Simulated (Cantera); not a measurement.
Charge: 1 mol Cu, 4.5 mol F₂, 4.5 mol N₂, 10 mol HF, held at 7.50 Torr.

Equilibrium computed with Cantera from the NASA thermochemical tables; the gas is ideal and each condensed phase is pure. Candidate condensed phases: Cu, CuF₂; 25 gas species. The numbers say what is thermodynamically allowed, not how fast it happens.

**Question.** Which condensed phases are stable at each of these points (T (K)): 825, 875, 925, 975, 1025, 1075, 1125, 1175, 1225, 1275, 1325, 1375?

**Answer.** 
```
T (K)  condensed phases  Cu condensed (%)
-----  ----------------  ----------------
825             CuF₂(s)             100.0
875             CuF₂(s)             100.0
925             CuF₂(s)              99.8
975             CuF₂(s)              98.9
1025            CuF₂(s)              94.8
1075            CuF₂(s)              78.9
1125            CuF₂(l)              30.9
1175           gas only               0.0
1225           gas only               0.0
1275           gas only               0.0
1325           gas only               0.0
1375           gas only               0.0
```

From 825 K to 1075 K the condensed part is CuF₂(s). At 1125 K the condensed part is CuF₂(l). From 1175 K to 1375 K nothing is condensed.
